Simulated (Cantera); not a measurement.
Thermodynamics of silicon nitride deposition, feed SiH4 + NH3

Input: 1 mol SiH4, a varied amount of NH3, held at 1100 K and 0.133 bar.

Cantera equilibrium calculation (NASA polynomials, part measured and part estimated; ideal gas, pure solids and liquids). Candidate condensed phases: Si, Si3N4; 18 gas species. Mutual solubility and eutectic melting of coexisting phases are not modelled. Rates play no part.

From 0.13 mol NH3 to 1.3 mol NH3 the condensed part is Si(s) + Si3N4(s). From 1.5 mol NH3 to 3 mol NH3 the condensed part is Si3N4(s).

```json
[
 {"n(NH3) (mol)": "0.13", "x H2": "1.00", "x N2": "7.22e-9", "x NH3": "3.60e-9", "x H": "7.08e-8", "x SiH4": "7.04e-8", "n Si(s)": "0.902", "n Si3N4(s)": "0.0325"},
 {"n(NH3) (mol)": "0.36", "x H2": "1.00", "x N2": "7.22e-9", "x NH3": "3.60e-9", "x H": "7.08e-8", "x SiH4": "7.04e-8", "n Si(s)": "0.730", "n Si3N4(s)": "0.0900"},
 {"n(NH3) (mol)": "0.6", "x H2": "1.00", "x N2": "7.22e-9", "x NH3": "3.60e-9", "x H": "7.08e-8", "x SiH4": "7.04e-8", "n Si(s)": "0.550", "n Si3N4(s)": "0.150"},
 {"n(NH3) (mol)": "0.84", "x H2": "1.00", "x N2": "7.22e-9", "x NH3": "3.60e-9", "x H": "7.08e-8", "x SiH4": "7.04e-8", "n Si(s)": "0.370", "n Si3N4(s)": "0.210"},
 {"n(NH3) (mol)": "1.1", "x H2": "1.00", "x N2": "7.22e-9", "x NH3": "3.60e-9", "x H": "7.08e-8", "x SiH4": "7.04e-8", "n Si(s)": "0.175", "n Si3N4(s)": "0.275"},
 {"n(NH3) (mol)": "1.3", "x H2": "1.00", "x N2": "7.22e-9", "x NH3": "3.60e-9", "x H": "7.08e-8", "x SiH4": "7.04e-8", "n Si(s)": "0.0250", "n Si3N4(s)": "0.325"},
 {"n(NH3) (mol)": "1.5", "x H2": "0.981", "x N2": "0.0192", "x NH3": "5.71e-6", "x H": "7.01e-8", "x SiH4": "3.52e-12", "n Si(s)": "0", "n Si3N4(s)": "0.333"},
 {"n(NH3) (mol)": "1.8", "x H2": "0.953", "x N2": "0.0473", "x NH3": "8.57e-6", "x H": "6.91e-8", "x SiH4": "1.82e-12", "n Si(s)": "0", "n Si3N4(s)": "0.333"},
 {"n(NH3) (mol)": "2", "x H2": "0.937", "x N2": "0.0625", "x NH3": "9.61e-6", "x H": "6.86e-8", "x SiH4": "1.47e-12", "n Si(s)": "0", "n Si3N4(s)": "0.333"},
 {"n(NH3) (mol)": "2.2", "x H2": "0.924", "x N2": "0.0756", "x NH3": "1.04e-5", "x H": "6.81e-8", "x SiH4": "1.26e-12", "n Si(s)": "0", "n Si3N4(s)": "0.333"},
 {"n(NH3) (mol)": "2.5", "x H2": "0.908", "x N2": "0.0921", "x NH3": "1.11e-5", "x H": "6.75e-8", "x SiH4": "1.06e-12", "n Si(s)": "0", "n Si3N4(s)": "0.333"},
 {"n(NH3) (mol)": "2.7", "x H2": "0.899", "x N2": "0.101", "x NH3": "1.15e-5", "x H": "6.71e-8", "x SiH4": "<1e-12", "n Si(s)": "0", "n Si3N4(s)": "0.333"},
 {"n(NH3) (mol)": "3", "x H2": "0.886", "x N2": "0.114", "x NH3": "1.19e-5", "x H": "6.67e-8", "x SiH4": "<1e-12", "n Si(s)": "0", "n Si3N4(s)": "0.333"}
]
```
x: gas mole fraction; n: condensed amount in mol.
